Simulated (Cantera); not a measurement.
Feed: 1 mol Si2H6, 5.3 mol CO2, 0.8 mol H2, equilibrated at 552 °C.

Equilibrium computed with Cantera from the NASA thermochemical tables; the gas is ideal and each condensed phase is pure. Candidate condensed phases: C, C6H6, C7H8, C8H18, H2O, Si, SiC, SiO2; 123 gas species. The feed counts by its element totals alone. Kinetics and transport are ignored.

log p: log10 of the partial pressure in bar; n: condensed amount in mol.

```tsv
P (Pa)	log p CO	log p H2	log p CO2	log p H2O	log p CH4	log p C2H6	n SiO2(α-quartz)	n C(graphite)
5	-4.63	-4.71	-5.24	-5.87	-11.84	<-16	2.00	0
36	…	…	…	…	…	<-15	2.00	0
260	-2.92	-2.99	-3.52	-4.15	-6.69	<-14	2.00	0
1900	-2.10	-2.13	-2.55	-3.13	-4.30	-11.03	2.00	0.324
14000	…	…	…	…	…	…	2.00	…
100000	-1.05	-0.62	-0.45	-0.57	-1.28	-6.51	2.00	2.23
```

**Question.** Some entries are withheld; supply them.

**Answer.** 
- 36, log p CO: -3.77
- 36, log p H2: -3.85
- 36, log p CO2: -4.38
- 36, log p H2O: -5.01
- 36, log p CH4: -9.26
- 14000, log p CO: -1.53
- 14000, log p H2: -1.30
- 14000, log p CO2: -1.40
- 14000, log p H2O: -1.73
- 14000, log p CH4: -2.65
- 14000, log p C2H6: -8.55
- 14000, n C(graphite): 1.60
